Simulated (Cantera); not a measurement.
**SiH4 + NH3 + H2 (silicon nitride deposition)**

Charge: 1 mol SiH4, 0.97 mol NH3, 16 mol H2, held at 1675 °C.

These are equilibrium values from Cantera (NASA tables, ideal gas, pure condensed phases), not measurements of a reactor. Candidate condensed phases: Si, Si3N4; 18 gas species. The tables' values for SiN are old estimates; treat these amounts as uncertain. Gases not in the tables: Si2H6 and higher silanes. The numbers say what is thermodynamically allowed, not how fast it happens.

```json
[
 {"P (Pa)": "5", "log p H2": "-4.40", "log p H": "-5.15", "log p Si": "-5.66", "log p N2": "-5.97", "n Si(l)": "0"},
 {"P (Pa)": "26", "log p H2": "-3.65", "log p H": "-4.77", "log p Si": "-4.93", "log p N2": "-5.23", "n Si(l)": "0"},
 {"P (Pa)": "140", "log p H2": "-2.89", "log p H": "-4.39", "log p Si": "-4.63", "log p N2": "-4.48", "n Si(l)": "0.637"},
 {"P (Pa)": "710", "log p H2": "-2.17", "log p H": "-4.03", "log p Si": "-4.63", "log p N2": "-3.77", "n Si(l)": "0.926"},
 {"P (Pa)": "3700", "log p H2": "-1.45", "log p H": "-3.67", "log p Si": "-4.63", "log p N2": "-3.05", "n Si(l)": "0.983"},
 {"P (Pa)": "19000", "log p H2": "-0.73", "log p H": "-3.31", "log p Si": "-4.63", "log p N2": "-2.34", "n Si(l)": "0.995"},
 {"P (Pa)": "100000", "log p H2": "-0.01", "log p H": "-2.95", "log p Si": "-4.63", "log p N2": "-1.61", "n Si(l)": "0.998"}
]
```
log p: log10 of the partial pressure in bar; n: condensed amount in mol.

From 5.00 Pa to 26.0 Pa nothing is condensed. From 140 Pa to 100000 Pa the condensed part is Si(l). The main Si-bearing gas is Si at 5.00 Pa and SiH2 at 100000 Pa.
